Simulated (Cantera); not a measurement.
# Abatement and gas-phase synthesis: H₂S + H₂

Charge: 1 mol H₂S, 0.11 mol H₂, equilibrated at 39.0 mbar.

Method: chemical equilibrium by Gibbs-energy minimisation in Cantera with the NASA 1993 tables (ideal gas, pure condensed phases). Candidate condensed phases: S; 7 gas species. The numbers say what is thermodynamically allowed, not how fast it happens.

From 1575 K to 2075 K nothing is condensed.

```tsv
T (K)	x H₂	x S₂	x H₂S	x SH	x S	x H
1575	0.587	0.254	0.150	0.00831	0.000238	0.000161
1625	0.601	0.262	0.126	0.0102	0.000402	0.000277
1675	0.613	0.267	0.106	0.0122	0.000657	0.000460
1725	0.622	0.271	0.0901	0.0145	0.00104	0.000742
1775	0.629	0.274	0.0767	0.0169	0.00161	0.00116
1825	0.634	0.276	0.0656	0.0195	0.00241	0.00178
1875	0.638	0.277	0.0563	0.0224	0.00354	0.00265
1925	0.640	0.277	0.0486	0.0253	0.00509	0.00387
1975	0.641	0.276	0.0421	0.0284	0.00717	0.00555
2025	0.640	0.274	0.0365	0.0316	0.00992	0.00779
2075	0.637	0.272	0.0318	0.0349	0.0135	0.0108
```
x: gas mole fraction; nothing condenses.
